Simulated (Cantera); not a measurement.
Charge: 1 mol Si2H6, 0.92 mol NO, 4 mol N2, at 13.3 mbar.

Cantera equilibrium calculation (NASA polynomials, part measured and part estimated; ideal gas, pure solids and liquids). Candidate condensed phases: H2O, Si, SiO2, Si2N2O, Si3N4; 35 gas species. The feed counts by its element totals alone. Mutual solubility and eutectic melting of coexisting phases are not modelled. Kinetics and transport are ignored. All values below are at 927 °C.

Base state: N2 0.534, H2 0.466 (mole fractions); condensed: Si2N2O(s) + Si3N4(s).

Task: What changes in the equilibrium state with this change: Si2H6 replaced by TEOS?

Result: 
```tsv
species	before	after
H2	0.466	0.575
N2	0.534	0.257
CO	0	0.168
CH4	0	6.97e-5
H2O	<1e-9	3.34e-5
Si2N2O(s), mol	0.920	0
Si3N4(s), mol	0.0533	0
C(graphite), mol	0	5.08
SiO2(β-quartz), mol	0	1.000
```
The tables hold silica as quartz up to 1696 K and as liquid above; real silica turns to tridymite and cristobalite and melts near 1996 K. Further candidate phases: C, C6H6, C7H8, C8H18, SiC.
